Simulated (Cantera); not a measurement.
## Si2H6 + O2 + H2 (silicon oxide and oxynitride deposition)

Input: 1 mol Si2H6, 0.19 mol O2, 3.6 mol H2, held at 0.0825 Torr.

Cantera equilibrium calculation (NASA polynomials, part measured and part estimated; ideal gas, pure solids and liquids). Candidate condensed phases: H2O, Si, SiO2; 18 gas species. The feed counts by its element totals alone. Mutual solubility and eutectic melting of coexisting phases are not modelled. The tables hold silica as quartz up to 1696 K and as liquid above; real silica turns to tridymite and cristobalite and melts near 1996 K. Gases not in the tables: Si2H6 and higher silanes. The numbers say what is thermodynamically allowed, not how fast it happens.

From 548 K to 698 K the condensed part is Si(s) + SiO2(α-quartz). From 848 K to 1148 K the condensed part is Si(s) + SiO2(β-quartz). From 1298 K to 1598 K the condensed part is Si(s). From 1748 K to 1898 K the condensed part is Si(l). At 2048 K nothing is condensed.

| T (K) | x H2 | x Si | x H | x SiO | n Si(s) | n SiO2(α-quartz) | n SiO2(β-quartz) | n Si(l) |
|---|---|---|---|---|---|---|---|---|
| 548 | 1.00 | <1e-12 | <1e-12 | <1e-12 | 1.81 | 0.190 | 0 | 0 |
| 698 | 1.00 | <1e-12 | 2.16e-12 | <1e-12 | 1.81 | 0.190 | 0 | 0 |
| 848 | 1.00 | <1e-12 | 1.81e-9 | 2.60e-9 | 1.81 | 0 | 0.190 | 0 |
| 998 | 1.000 | 1.45e-12 | 2.05e-7 | 4.35e-6 | 1.81 | 0 | 0.190 | 0 |
| 1148 | 0.999 | 1.66e-9 | 6.83e-6 | 0.00102 | 1.81 | 0 | 0.187 | 0 |
| 1298 | 0.945 | 3.69e-7 | 9.93e-5 | 0.0544 | 1.62 | 0 | 0 | 0 |
| 1448 | 0.945 | 2.66e-5 | 0.000854 | 0.0544 | 1.62 | 0 | 0 | 0 |
| 1598 | 0.940 | 0.000850 | 0.00492 | 0.0543 | 1.61 | 0 | 0 | 0 |
| 1748 | 0.913 | 0.0132 | 0.0208 | 0.0531 | 0 | 0 | 0 | 1.52 |
| 1898 | 0.774 | 0.112 | 0.0656 | 0.0465 | 0 | 0 | 0 | 0.680 |
| 2048 | 0.619 | 0.171 | 0.168 | 0.0405 | 0 | 0 | 0 | 0 |
x: gas mole fraction; n: condensed amount in mol.
